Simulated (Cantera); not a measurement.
An isothermal, constant-pressure homogeneous reactor starts with 6.80 % H2, 93.2 % O2, equivalence ratio 0.036, at 1100 K and 0.0190 bar.

Model: the H2/O2 subset of GRI-Mech 3.0, which has no nitrogen chemistry, integrated in Cantera. Radical loss at walls, strong at low pressure, is not modelled. The temperature is held fixed by assumption; the heat of reaction is taken as removed at once.

One state of this run: x H2 = 0.000844; x O2 = 0.909; x OH = 0.00227; x HO2 = 7.71e-6; x H = 0.00513. x: mole fraction; the columns are a selection and need not sum to one.

Q: Which value of t (s) does it belong to?
A) 5.64e-5
B) 0.0100
C) 40.0
D) 0.225

A: B, 0.0100
